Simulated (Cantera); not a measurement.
An isothermal, constant-pressure homogeneous reactor starts with H2 : O2 : N2 = 1.4 : 1 : 1.5 (molar parts), equivalence ratio 0.70, at 1100 K and 165 Torr.

Detailed kinetics in Cantera: GRI-Mech 3.0 (53 species, 325 reactions). The temperature is held fixed by assumption; the heat of reaction is taken as removed at once.

x: mole fraction; the columns are a selection and need not sum to one.

```csv
t (s),x H2,x O2,x H,x OH,x H2O,x NO
2.00e-6,0.359,0.256,3.47e-10,1.16e-11,1.35e-11,<1e-12
7.97e-6,0.359,0.256,…,9.26e-11,4.47e-10,<1e-12
3.17e-5,0.359,0.256,…,1.45e-9,2.07e-8,<1e-12
0.000126,0.359,0.256,…,4.33e-6,7.82e-5,<1e-12
0.000503,0.0106,0.0977,…,0.00220,0.419,3.10e-6
0.00200,0.000786,0.0940,…,0.000260,0.436,3.11e-6
0.00798,6.88e-5,0.0938,…,8.00e-5,0.437,3.02e-6
0.0318,2.98e-6,0.0937,…,2.95e-5,0.437,3.03e-6
0.127,1.79e-7,0.0937,8.93e-10,1.24e-5,0.437,3.10e-6
0.504,3.35e-8,0.0937,9.21e-11,5.86e-6,0.437,3.13e-6
2.01,8.64e-9,0.0937,1.27e-11,2.96e-6,0.437,3.14e-6
8.00,4.28e-9,0.0937,4.00e-12,1.83e-6,0.437,3.13e-6
```

Problem. Complete the blanks.

Solution. 
- 7.97e-6, x H: 1.62e-9
- 3.17e-5, x H: 2.15e-8
- 0.000126, x H: 6.25e-5
- 0.000503, x H: 0.00453
- 0.00200, x H: 2.77e-5
- 0.00798, x H: 7.42e-7
- 0.0318, x H: 1.75e-8
